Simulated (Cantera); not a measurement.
What does this Cantera script print?

```python
import numpy as np
import cantera as ct

gas_names = """
    B BF BF2 BF3 BH BHF2 BH2 BH3 BO BOF BOF2 BO2 B2 B2O B2O2 B2O3 B3O3F3 B3O3H3 F FO FO2 F2 F2O H HBO
    HBO2 HF HOF HO2 H2 H2F2 H2O H2O2 H3B3O6 H3F3 H4F4 H5F5 H6F6 H7F7 O OH O2 O3
""".split()
cond_names = """
    B(b) B(L) B2O3(L) B3O3H3(cr) H2O(s) H2O(L)
""".split()


# ... load() reads the species with a 1 bar reference pressure and builds the phases ...
atoms = {
    'BF3': {'B': 1, 'F': 3},
    'O2': {'O': 2},
    'H2': {'H': 2},
}
top_T = {}  # K; cautious upper limits of use, not melting points


# ... equilibrate(T, P, feed) seeds the gas with the atoms and calls Mixture.equilibrate('TP', solver="vcs", rtol=1e-11, max_steps=5000) ...
results = []
feed = {'BF3': 1, 'O2': 1.1, 'H2': 1.2}  # mol
P = 2500  # Pa
for T in [1173, 1248, 1323, 1398, 1473, 1548, 1623, 1698, 1773, 1848, 1923]:
    mix = equilibrate(T, P, feed)
    results.append((T, P, feed, dict(zip(mix.species_names, mix.species_moles))))

top = {s: max(r[3][s] / sum(r[3][g] for g in gas_names) for r in results) for s in gas_names}
cols = sorted((s for s in top if top[s] > 1e-06), key=lambda s: -top[s])[:5]
seen = [c for c in cond_names if any(r[3].get(c, 0) > 1e-12 for r in results)]
print("log10 of partial pressures in bar; condensed amounts in mol")
print(f"{'T/K':>10s}" + "".join(f"{s[:9]:>10s}" for s in cols + seen))
for T, P, feed, n in results:
    ng = sum(n[g] for g in gas_names)
    print(f"{T:10.4g}" + "".join(f"{np.log10(max(n[s] / ng * P / 1e5, 1e-99)):10.3f}" for s in cols)
          + "".join(f"{n.get(c, 0):10.4g}" for c in seen))
```

Output:

```
log10 of partial pressures in bar; condensed amounts in mol
       T/K        HF       BOF       H2O       BF3        O2   B2O3(L)
      1173    -2.056    -3.641    -2.225    -2.300    -2.364   0.08302
      1248    -2.027    -3.160    -2.266    -2.346    -2.372   0.07809
      1323    -2.017    -2.745    -2.315    -2.418    -2.389   0.03945
      1398    -2.004    -2.461    -2.392    -2.526    -2.414         0
      1473    -1.964    -2.340    -2.497    -2.664    -2.434         0
      1548    -1.929    -2.279    -2.601    -2.832    -2.446         0
      1623    -1.905    -2.244    -2.694    -3.018    -2.455         0
      1698    -1.889    -2.221    -2.772    -3.216    -2.462         0
      1773    -1.878    -2.207    -2.833    -3.424    -2.466         0
      1848    -1.872    -2.199    -2.878    -3.636    -2.470         0
      1923    -1.868    -2.194    -2.910    -3.848    -2.473         0
```

Cantera equilibrium calculation (NASA polynomials, part measured and part estimated; ideal gas, pure solids and liquids). Gases not in the tables: H3BO3.
